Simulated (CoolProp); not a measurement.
Model: reference Helmholtz-energy equation of state, Lemmon 2006, in CoolProp. It is a short technical equation, of lower accuracy than the large ones.

**Question.** Give the vapour pressure (kPa), vapour density (kg/m³), enthalpy of vaporisation (kJ/kg), surface tension (mN/m) of saturated nitrous oxide at -70.85, -57.85 °C.

**Answer.** 
```json
[
 {"T (°C)": "-70.85", "p (kPa)": "262", "vapour density (kg/m³)": "7.22", "enthalpy of vaporisation (kJ/kg)": "354", "surface tension (mN/m)": "19.8"},
 {"T (°C)": "-57.85", "p (kPa)": "471", "vapour density (kg/m³)": "12.6", "enthalpy of vaporisation (kJ/kg)": "337", "surface tension (mN/m)": "16.9"}
]
```

Surface tension comes from a separate correlation (Mulero 2012).
